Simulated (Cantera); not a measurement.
A Cantera script and its output.

```python
import numpy as np
import cantera as ct

gas = ct.Solution("gri30.yaml")
gas.TPX = 1223, 520, {'N2O': 1, 'H2': 0.0022, 'N2': 2.2}
reactor = ct.IdealGasConstPressureReactor(gas, energy="off", clone=False)
net = ct.ReactorNet([reactor])
net.rtol, net.atol = 1e-08, 1e-18
show = ['N2O', 'H2', 'H2O', 'OH', 'HO2', 'NO2', 'H']
times = np.geomspace(6e-06, 90, 13)

steps = ct.SolutionArray(gas, extra=["t"])
rows = []
print(f"{'t/s':>10s}{'T/K':>9s}{'P/Pa':>11s}" + "".join(f"{s:>11s}" for s in show))
for t in times:
    while net.time < t:
        t_next = net.step()
        steps.append(gas.state, t=t_next)
    rows.append([np.interp(t, steps.t, y) for y in (steps.T, steps.P, *steps(*show).X.T)])
    print(f"{t:10.3e}{rows[-1][0]:9.1f}{rows[-1][1]:11.4g}" + "".join(f"{x:11.3e}" for x in rows[-1][2:]))
rate = np.gradient(steps.T, steps.t)
print("integrator steps:", len(steps.t))
if steps.T.max() > steps.T[0] + 200:
    print(f"time of steepest temperature rise: {steps.t[rate.argmax()]:.4e} s")
gas.TPX = 1223, 520, {'N2O': 1, 'H2': 0.0022, 'N2': 2.2}
gas.equilibrate("TP")
print(f"equilibrium (TP): T = {gas.T:.1f} K  " + "  ".join(f"{s} {gas[s].X[0]:.3e}" for s in show))
```

Result:

```
       t/s      T/K       P/Pa        N2O         H2        H2O         OH        HO2        NO2          H
 6.000e-06   1223.0        520  3.123e-01  6.870e-04  5.396e-17  3.131e-13  3.498e-18  8.282e-26  3.098e-13
 2.378e-05   1223.0        520  3.123e-01  6.870e-04  3.348e-15  4.973e-12  2.170e-16  1.986e-23  4.777e-12
 9.423e-05   1223.0        520  3.123e-01  6.870e-04  2.166e-13  8.181e-11  1.404e-14  4.855e-21  7.025e-11
 3.734e-04   1223.0        520  3.123e-01  6.870e-04  1.480e-11  1.446e-09  9.590e-13  1.139e-18  8.608e-10
 1.480e-03   1223.0        520  3.123e-01  6.870e-04  1.059e-09  2.572e-08  6.861e-11  3.305e-16  6.460e-09
 5.864e-03   1223.0        520  3.123e-01  6.868e-04  5.776e-08  3.136e-07  3.727e-09  3.097e-13  2.581e-08
 2.324e-02   1223.0        520  3.122e-01  6.842e-04  1.707e-06  1.918e-06  1.066e-07  2.447e-10  8.092e-08
 9.209e-02   1223.0        520  3.121e-01  6.552e-04  2.757e-05  6.502e-06  1.283e-06  6.306e-08  2.222e-07
 3.649e-01   1223.0        520  3.114e-01  4.710e-04  2.093e-04  9.836e-06  2.379e-06  2.540e-06  2.368e-07
 1.446e+00   1223.0        520  3.092e-01  1.398e-04  5.423e-04  7.095e-06  1.056e-06  1.731e-05  5.339e-08
 5.731e+00   1223.0        520  3.016e-01  7.492e-06  6.746e-04  3.796e-06  1.926e-07  3.306e-05  3.538e-09
 2.271e+01   1223.0        520  2.740e-01  4.743e-09  6.740e-04  3.668e-06  4.588e-08  3.075e-05  2.050e-09
 9.000e+01   1223.0        520  1.892e-01  3.943e-09  6.487e-04  3.766e-06  1.021e-08  2.299e-05  2.489e-09
integrator steps: 1506
equilibrium (TP): T = 1223.0 K  N2O 1.023e-09  H2 4.590e-10  H2O 5.939e-04  OH 1.048e-06  HO2 2.557e-10  NO2 1.710e-07  H 8.992e-11
```

Detailed kinetics in Cantera: GRI-Mech 3.0 (53 species, 325 reactions). GRI-Mech 3.0 was tuned for natural gas; its chemistry of N2O as a main component is partial and can be far from experiment. Radical loss at walls, strong at low pressure, is not modelled. The mechanism lacks the step 2 NO + O2 → 2 NO2, which can matter for NO2 below about 1400 K. The temperature is held fixed by assumption; the heat of reaction is taken as removed at once.
